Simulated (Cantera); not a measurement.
Feed: 1 mol CH₃F, 5.5 mol H₂, held at 45.0 mbar.

Equilibrium computed with Cantera from the NASA thermochemical tables; the gas is ideal and each condensed phase is pure. Candidate condensed phases: C, C₆H₆, C₇H₈, C₈H₁₈; 95 gas species. The numbers say what is thermodynamically allowed, not how fast it happens. All values below are at 2323 K.

Base state: H₂ 0.819, HF 0.130, H 0.0465, C₂H₂ (acetylene) 0.00397, C₂H 1.08e-5 (mole fractions); condensed: C(graphite).

Q: What changes in the equilibrium state with this change: pressure from 45.0 mbar to 9.00 Pa?

A: 
| species | before | after |
|---|---|---|
| H | 0.0465 | 0.617 |
| H₂ | 0.819 | 0.289 |
| HF | 0.130 | 0.0919 |
| C | 2.69e-7 | 0.000135 |
| C₂ | 5.05e-8 | 2.52e-5 |
| C₃ | 5.66e-7 | 0.000283 |
| F | 9.40e-6 | 0.000250 |
| C(graphite), mol | 0.939 | 0.955 |
